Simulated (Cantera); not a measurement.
A perfectly stirred reactor is fed with 1.38 % H2, 98.6 % O2, at 0.0133 bar; it is held at 1298 K, and followed from long to short residence time.

Computed with Cantera and the H2/O2 subset of GRI-Mech 3.0, which has no nitrogen chemistry. Radical loss at walls, strong at low pressure, is not modelled.

One state of this run: x H2 = 0.000511; x O2 = 0.975; x H2O = 0.0121; x O = 0.0101; x HO2 = 9.26e-7. x: mole fraction; the columns are a selection and need not sum to one.

Question: Which value of τ (s) does it belong to?
(A) 0.0040
(B) 0.42
(C) 0.19
(D) 0.019

Answer: D, 0.019
